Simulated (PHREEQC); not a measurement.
Consider water at 40 °C with 0.062 mol Cu(BF4)2, 4e-05 mol HNO3 and 4.4e-05 mol KCl per kg of water. It is in equilibrium with CO2 at log p = -3.4 (atm). Otherwise closed; pH follows from the charge balance.

All values are PHREEQC results (ion-association model, wateq4f.dat), not measurements.

```tsv
quantity	before	after
pH	2.63	2.51
HF (mol/kgw)	0.00967	0.0118
BF3OH- (mol/kgw)	0.00565	0.00902
F- (mol/kgw)	0.00310	0.00324
SI of CuF2:2H2O (CuF2:2H2O)	-2.35	-2.17
SI of Tenorite (CuO)	-3.52	-3.56
```

Problem. Which change was made?
A. KCl from 4.4e-05 to 0.00044 mol/kgw
B. HNO3 replaced by Cu(NO3)2 at the same molality
C. diluted 2-fold with water
D. HNO3 left out
E. Cu(BF4)2 from 0.062 to 0.124 mol/kgw

Solution. E, Cu(BF4)2 from 0.062 to 0.124 mol/kgw

No solid was allowed to form. Constants without temperature data keep their 25 °C values here. Real BF4- forms and hydrolyses slowly; the run takes it at equilibrium.
